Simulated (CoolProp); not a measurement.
Saturation properties of normal hydrogen (Tc = -240.0 °C, pc = 12.96 bar, ω = -0.219).

Computed with CoolProp (reference Helmholtz-energy equation of state, Leachman 2009).

| T (°C) | p (bar) | liquid density (kg/m³) | liquid conductivity (mW/(m K)) |
|---|---|---|---|
| -251.25 | 1.550 | (withheld) | 104 |
| -249.75 | (withheld) | 67.05 | (withheld) |
| -248.25 | 3.143 | 64.86 | 102 |
| -246.75 | (withheld) | 62.39 | 101 |
| -245.25 | 5.635 | 59.55 | 98.9 |
| -243.75 | (withheld) | 56.14 | 96.0 |
| -242.25 | 9.272 | 51.73 | 92.3 |
| -240.75 | 11.62 | 44.66 | 90.2 |

### Question
Fill in the missing entries.

### Answer

- -251.25, liquid density (kg/m³): 69.02
- -249.75, p (bar): 2.248
- -249.75, liquid conductivity (mW/(m K)): 103
- -246.75, p (bar): 4.262
- -243.75, p (bar): 7.292

It boils at -252.8 °C under 1 atm.

Thermal conductivity comes from a separate model (Assael 2011).
